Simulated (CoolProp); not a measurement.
CHF3 (R23) along the isotherm 40.65 °C: Z from the reference equation and from simpler models built on Tc = 26.1 °C, pc = 48.32 bar, ω = 0.263; each cubic takes its own stable root.

The numbers come from the reference Helmholtz-energy equation of state, Penoncello 2003 in CoolProp.

```
p (bar)          phase  reference  van der Waals  Redlich-Kwong  Soave-Redlich-Kwong  Peng-Robinson
-------  -------------  ---------  -------------  -------------  -------------------  -------------
32.2               gas     0.7630         0.7874         0.7704               0.7781         0.7564
64.4     supercritical     0.3544         0.3704         0.3691               0.4164         0.3905
96.6     supercritical     0.3132         0.4394         0.3783               0.3917         0.3571
129      supercritical     0.3780         0.5396         0.4500               0.4600         0.4168
161      supercritical     0.4459         0.6397         0.5241               0.5329         0.4817
193      supercritical     0.5137         0.7388         0.5979               0.6061         0.5471
225      supercritical     0.5808         0.8366         0.6706               0.6785         0.6120
258      supercritical     0.6490         0.9362         0.7446               0.7521         0.6781
290      supercritical     0.7143          1.032         0.8152               0.8225         0.7413
322      supercritical     0.7787          1.126         0.8849               0.8921         0.8039
354      supercritical     0.8423          1.219         0.9537               0.9608         0.8657
387      supercritical     0.9072          1.315          1.024                1.031         0.9287
419      supercritical     0.9693          1.407          1.091                1.098         0.9893
451      supercritical      1.031          1.498          1.158                1.165          1.049
483      supercritical      1.092          1.589          1.224                1.231          1.109
```
